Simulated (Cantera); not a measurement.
Charge: 1 mol SiH2Cl2, 0.35 mol CH4, 220 mol H2, 0.58 mol HCl, held at 998.15 K and 525 Torr.

Equilibrium computed with Cantera from the NASA thermochemical tables; the gas is ideal and each condensed phase is pure. Candidate condensed phases: C, C6H6, C7H8, C8H18, Si, SiC; 109 gas species. The tables' values for SiCl3 are old estimates; treat these amounts as uncertain. The numbers say what is thermodynamically allowed, not how fast it happens.

Base state: H2 0.994, HCl 0.00382, SiHCl3 0.00136, SiCl4 0.000753, SiH2Cl2 0.000264, SiCl3 2.77e-5, CH4 2.58e-5, SiCl2 2.49e-5 (mole fractions); condensed: Si(s) + SiC(s).

Question: What changes in the equilibrium state with this change: HCl from 0.58 to 1.1 mol?

Answer: 
| species | before | after |
|---|---|---|
| H2 | 0.994 | 0.993 |
| HCl | 0.00382 | 0.00437 |
| SiHCl3 | 0.00136 | 0.00159 |
| SiCl4 | 0.000753 | 0.00101 |
| CH4 | 2.58e-5 | 3.27e-5 |
| SiCl3 | 2.77e-5 | 3.25e-5 |
| SiH3Cl | 1.31e-5 | 1.17e-5 |
| Si(s), mol | 0.112 | 0 |
| SiC(s), mol | 0.344 | 0.343 |
